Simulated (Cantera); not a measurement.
What does this Cantera script print?

```python
import numpy as np
import cantera as ct

gas_names = [...]  # 95 gases of nasa_gas.yaml made of C, F, H
cond_names = """
    C(gr) C6H6(L) C7H8(L) C8H18(L),n-octa
""".split()


# ... load() reads the species with a 1 bar reference pressure and builds the phases ...
atoms = {
    'CF4': {'C': 1, 'F': 4},
    'F2': {'F': 2},
    'H2': {'H': 2},
}
top_T = {'C(gr)': 4500}  # K; cautious upper limits of use, not melting points


# ... equilibrate(T, P, feed) seeds the gas with the atoms and calls Mixture.equilibrate('TP', solver="vcs", rtol=1e-11, max_steps=5000) ...
results = []
feed = {'CF4': 1, 'F2': 0.1, 'H2': 3.8}  # mol
P = 13000  # Pa
for T in [2675, 2725, 2775, 2825, 2875, 2925, 2975]:
    mix = equilibrate(T, P, feed)
    results.append((T, P, feed, dict(zip(mix.species_names, mix.species_moles))))

top = {s: max(r[3][s] / sum(r[3][g] for g in gas_names) for r in results) for s in gas_names}
cols = sorted((s for s in top if top[s] > 1e-06), key=lambda s: -top[s])[:6]
seen = [c for c in cond_names if any(r[3].get(c, 0) > 1e-12 for r in results)]
print("log10 of partial pressures in bar; condensed amounts in mol")
print(f"{'T/K':>10s}" + "".join(f"{s[:9]:>10s}" for s in cols + seen))
for T, P, feed, n in results:
    ng = sum(n[g] for g in gas_names)
    print(f"{T:10.4g}" + "".join(f"{np.log10(max(n[s] / ng * P / 1e5, 1e-99)):10.3f}" for s in cols)
          + "".join(f"{n.get(c, 0):10.4g}" for c in seen))
```

It prints:

```
log10 of partial pressures in bar; condensed amounts in mol
       T/K        HF        H2         H C2H2,acet         F        C3     C(gr)
      2675    -1.050    -1.509    -2.042    -3.176    -4.077    -5.201    0.9328
      2725    -1.053    -1.526    -1.968    -3.115    -3.941    -4.913    0.9202
      2775    -1.057    -1.546    -1.899    -3.059    -3.809    -4.635    0.9053
      2825    -1.061    -1.568    -1.833    -3.009    -3.680    -4.368    0.8876
      2875    -1.065    -1.594    -1.772    -2.965    -3.555    -4.111    0.8657
      2925    -1.071    -1.623    -1.716    -2.926    -3.432    -3.862    0.8378
      2975    -1.077    -1.655    -1.663    -2.893    -3.313    -3.623    0.8006
```

These are equilibrium values from Cantera (NASA tables, ideal gas, pure condensed phases), not measurements of a reactor.
